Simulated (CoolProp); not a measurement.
A simple Rankine cycle with n-butane: condensing at 300.15 K, boiler at 1.47 MPa, turbine inlet 373.3 K, turbine efficiency 0.8, pump efficiency 0.8, no recuperator. Each further row changes one setting.

Model: reference Helmholtz-energy equation of state, Bücker 2006, in CoolProp.

```csv
case,thermal efficiency (%),net work (kJ/kg),heat in (kJ/kg),turbine exit temperature (K),volume ratio over the turbine
as stated,12.2,55.7,457,323.0,6.23
turbine inlet 393.3 K,12.2,61.6,507,345.8,5.97
condensing temperature 292.15 K,13.4,64.1,477,317.3,7.97
boiler pressure 1.03 MPa,10.1,48.2,476,336.8,4.07
turbine efficiency 0.7,10.6,48.4,457,326.9,6.32
```
